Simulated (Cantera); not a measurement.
Input: 1 mol HMDSO, 5.5 mol N₂O, 11 mol H₂, equilibrated at 277 °C and 0.248 Torr.

Equilibrium computed with Cantera from the NASA thermochemical tables; the gas is ideal and each condensed phase is pure. Candidate condensed phases: C, C₆H₆, C₇H₈, C₈H₁₈, H₂O, Si, SiC, SiO₂, Si₂N₂O, Si₃N₄; 151 gas species. The feed counts by its element totals alone. The numbers say what is thermodynamically allowed, not how fast it happens.

Problem. What is the equilibrium state?

Solution. x(H₂): 0.629
x(N₂): 0.225
x(H₂O): 0.0779
x(CH₄): 0.0553
x(CO₂): 0.0114
x(CO): 0.00159
x(NH₃): 8.24e-6
n(C(graphite)): 4.33 mol
n(SiO₂(α-quartz)): 2.00 mol
gas amount: 24.46 mol
log10 activity of Si(s) (absent): -34.02
